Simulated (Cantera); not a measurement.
A Cantera script and its output.

```python
import numpy as np
import cantera as ct

gas = ct.Solution("h2o2.yaml")
gas.TPX = 425, 34000, {'H2': 1, 'O2': 0.676, 'N2': 2.54}
flame = ct.FreeFlame(gas, width=0.085)
flame.set_refine_criteria(ratio=3, slope=0.08, curve=0.16)
flame.transport_model = "mixture-averaged"
flame.solve(loglevel=0, auto=True)
flame.transport_model = "multicomponent"
flame.soret_enabled = False
flame.solve(loglevel=0, refine_grid=True)
z, T = flame.grid, flame.T
thick = (T[-1] - T[0]) / np.gradient(T, z).max()
show = ['H2', 'O2', 'OH', 'O', 'H', 'H2O2']
print(f"laminar burning velocity  {flame.velocity[0] * 100:.3f} cm/s")
print(f"burnt temperature         {T[-1]:.1f} K")
print(f"thermal thickness         {thick * 1e3:.4f} mm")
print(f"grid points               {len(z)}")
z0 = z[flame.heat_release_rate.argmax()]
print(f"{'z/mm':>9s}{'T/K':>9s}{'u/(m/s)':>9s}" + "".join(f"{s:>11s}" for s in show))
rows = []
for k in (-3, -2, -1.5, -1, -0.5, -0.25, 0, 0.25, 0.5, 1, 2, 4, 8):
    zz = z0 + k * thick
    rows.append([k * thick, np.interp(zz, z, T), np.interp(zz, z, flame.velocity),
                 *(np.interp(zz, z, flame.X[gas.species_index(s)]) for s in show)])
    print(f"{rows[-1][0] * 1e3:9.3f}{rows[-1][1]:9.1f}{rows[-1][2]:9.3f}" + "".join(f"{x:11.3e}" for x in rows[-1][3:]))
```

Output:

```
laminar burning velocity  278.985 cm/s
burnt temperature         2151.1 K
thermal thickness         1.5826 mm
grid points               113
     z/mm      T/K  u/(m/s)         H2         O2         OH          O          H       H2O2
   -4.748    425.0    2.790  2.372e-01  1.603e-01  1.201e-16  1.418e-14  9.401e-17  2.607e-15
   -3.165    425.0    2.790  2.372e-01  1.603e-01  1.174e-14  1.383e-12  9.473e-15  3.333e-13
   -2.374    425.0    2.790  2.372e-01  1.603e-01  1.937e-13  2.280e-11  1.630e-13  7.338e-12
   -1.583    425.0    2.790  2.371e-01  1.604e-01  2.178e-11  1.867e-09  9.209e-11  1.348e-09
   -0.791    435.0    2.839  2.321e-01  1.611e-01  1.498e-05  1.918e-06  1.670e-05  5.246e-06
   -0.396    651.6    4.144  1.980e-01  1.571e-01  6.954e-04  1.451e-04  3.317e-03  2.646e-05
    0.000   1071.1    6.588  1.091e-01  1.245e-01  2.228e-03  4.149e-03  2.437e-02  2.766e-06
    0.396   1367.9    8.326  3.815e-02  7.479e-02  7.042e-03  1.164e-02  3.869e-02  2.421e-06
    0.791   1512.4    9.155  2.400e-02  6.067e-02  9.824e-03  1.325e-02  3.473e-02  1.530e-06
    1.583   1661.5    9.976  2.094e-02  5.582e-02  1.212e-02  1.185e-02  2.502e-02  7.790e-07
    3.165   1806.0   10.742  1.773e-02  5.263e-02  1.345e-02  9.253e-03  1.569e-02  3.951e-07
    6.331   1935.9   11.410  1.319e-02  5.003e-02  1.335e-02  6.339e-03  8.373e-03  2.218e-07
   12.661   2037.7   11.920  8.392e-03  4.831e-02  1.174e-02  3.778e-03  3.712e-03  1.418e-07
```

Detailed kinetics in Cantera: the H2/O2 subset of GRI-Mech 3.0, which has no nitrogen chemistry. Burning velocities carry a grid error of a few per cent, more on coarse grids.
